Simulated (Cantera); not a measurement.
Feed: 1 mol NiS, 22 mol H2, 78 mol N2, at 7.50 Torr.

Method: chemical equilibrium by Gibbs-energy minimisation in Cantera with the NASA 1993 tables (ideal gas, pure condensed phases). Candidate condensed phases: Ni, NiS, NiS2, Ni3S2, Ni3S4, S; 17 gas species. The numbers say what is thermodynamically allowed, not how fast it happens.

### Question
Which condensed phases are stable at each of these points (T (°C)): 1350, 1375, 1400, 1425, 1450, 1475, 1500, 1525, 1550, 1575, 1600, 1625?

### Answer
```json
[
 {"T (°C)": "1350", "condensed phases": "Ni(s)", "Ni condensed (%)": "99.0"},
 {"T (°C)": "1375", "condensed phases": "Ni(s)", "Ni condensed (%)": "98.5"},
 {"T (°C)": "1400", "condensed phases": "Ni(s)", "Ni condensed (%)": "97.7"},
 {"T (°C)": "1425", "condensed phases": "Ni(s)", "Ni condensed (%)": "96.5"},
 {"T (°C)": "1450", "condensed phases": "Ni(s)", "Ni condensed (%)": "94.8"},
 {"T (°C)": "1475", "condensed phases": "Ni(l)", "Ni condensed (%)": "92.5"},
 {"T (°C)": "1500", "condensed phases": "Ni(l)", "Ni condensed (%)": "89.2"},
 {"T (°C)": "1525", "condensed phases": "Ni(l)", "Ni condensed (%)": "84.6"},
 {"T (°C)": "1550", "condensed phases": "Ni(l)", "Ni condensed (%)": "78.3"},
 {"T (°C)": "1575", "condensed phases": "Ni(l)", "Ni condensed (%)": "69.5"},
 {"T (°C)": "1600", "condensed phases": "Ni(l)", "Ni condensed (%)": "57.5"},
 {"T (°C)": "1625", "condensed phases": "Ni(l)", "Ni condensed (%)": "41.3"}
]
```

From 1350 °C to 1450 °C the condensed part is Ni(s). From 1475 °C to 1625 °C the condensed part is Ni(l).
